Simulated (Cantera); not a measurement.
**Thermodynamics of iron carbonyl, mercury and lead vapours, feed Pb + CO + H2**

Input: 1 mol Pb, a varied amount of CO, 0.36 mol H2, equilibrated at 750 K and 0.133 bar.

Method: chemical equilibrium by Gibbs-energy minimisation in Cantera with the NASA 1993 tables (ideal gas, pure condensed phases). Candidate condensed phases: C, C6H6, C7H8, C8H18, H2O, Pb, PbO, PbO2, Pb3O4; 113 gas species. Equilibrium is a limit: real reactors are often held back by kinetics, nucleation or transport.

```json
[
 {"n(CO) (mol)": "0.053", "x H2": "0.704", "x H2O": "0.131", "x CO2": "0.0118", "x CH4": "0.143", "x CO": "0.0104", "n Pb(l)": "1.00", "n C(graphite)": "0"},
 {"n(CO) (mol)": "0.074", "x H2": "0.630", "x H2O": "0.152", "x CO2": "0.0293", "x CH4": "0.169", "x CO": "0.0199", "n Pb(l)": "1.00", "n C(graphite)": "0.00386"},
 {"n(CO) (mol)": "0.1", "x H2": "0.596", "x H2O": "0.181", "x CO2": "0.0467", "x CH4": "0.151", "x CO": "0.0251", "n Pb(l)": "1.00", "n C(graphite)": "0.0256"},
 {"n(CO) (mol)": "0.15", "x H2": "0.540", "x H2O": "0.219", "x CO2": "0.0834", "x CH4": "0.124", "x CO": "0.0335", "n Pb(l)": "1.00", "n C(graphite)": "0.0639"},
 {"n(CO) (mol)": "0.2", "x H2": "0.494", "x H2O": "0.242", "x CO2": "0.121", "x CH4": "0.104", "x CO": "0.0404", "n Pb(l)": "1.00", "n C(graphite)": "0.0988"},
 {"n(CO) (mol)": "0.29", "x H2": "0.428", "x H2O": "0.259", "x CO2": "0.185", "x CH4": "0.0780", "x CO": "0.0499", "n Pb(l)": "1.00", "n C(graphite)": "0.156"},
 {"n(CO) (mol)": "0.4", "x H2": "0.368", "x H2O": "0.261", "x CO2": "0.254", "x CH4": "0.0578", "x CO": "0.0585", "n Pb(l)": "1.00", "n C(graphite)": "0.221"}
]
```
x: gas mole fraction; n: condensed amount in mol.

At 0.053 mol CO the condensed part is Pb(l). From 0.074 mol CO to 0.4 mol CO the condensed part is C(graphite) + Pb(l). The main Pb-bearing gas is Pb throughout.
